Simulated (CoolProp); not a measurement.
A closed Brayton cycle with dry air: compressor inlet 311.15 K and 5.3 MPa, high pressure 14.3 MPa, turbine inlet 845 K, compressor efficiency 0.8, turbine efficiency 0.93, recuperator effectiveness 0.8 (on enthalpy, no pinch check). Each further row changes one setting.

Values from CoolProp's reference Helmholtz-energy equation of state, Lemmon 2000. It is a pseudo-pure fit of the blend.

```
case                           thermal efficiency (%)  net work (kJ/kg)  compressor to turbine work  compressor exit (K)  turbine exit (K)
-----------------------------  ----------------------  ----------------  --------------------------  -------------------  ----------------
as stated                                        28.3              72.6                        0.64                439.4             663.2
turbine inlet 795 K                               ___              60.5                        0.68                439.4             622.3
compressor inlet 321.15 K                         ___               ___                        0.67                453.4             663.2
high pressure 12.2 MPa                           28.3              67.2                        0.61                416.4               ___
recuperator effectiveness 0.5                    22.2              72.6                        0.64                439.4             663.2
```

Fill in the missing entries.


- turbine inlet 795 K, thermal efficiency (%): 25.7
- compressor inlet 321.15 K, thermal efficiency (%): 27.0
- compressor inlet 321.15 K, net work (kJ/kg): 68.1
- high pressure 12.2 MPa, turbine exit (K): 689.7
